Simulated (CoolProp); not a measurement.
The fluid at 223.93 K and 0.0699 MPa (gas) is heated at constant pressure to 285.7 K. The same conditions are run with several fluids, on thermodynamics alone (safety and materials aside).

The numbers come from the reference Helmholtz-energy equation of state of each fluid (R507A: Lemmon 2003; nitrogen: Span 2000; CF4 (R14): Platzer 1990; hydrogen chloride: Thol 2018; normal hydrogen: Leachman 2009) in CoolProp. The equations of Platzer and Polt are older, rougher fits. Blends and air are pseudo-pure fits.

```csv
fluid,heat (kJ/kg),final density (kg/m³)
R507A,49.4,2.95
nitrogen,64.3,0.825
CF4 (R14),38.8,2.60
hydrogen chloride,50.3,1.08
normal hydrogen,869,0.0593
```
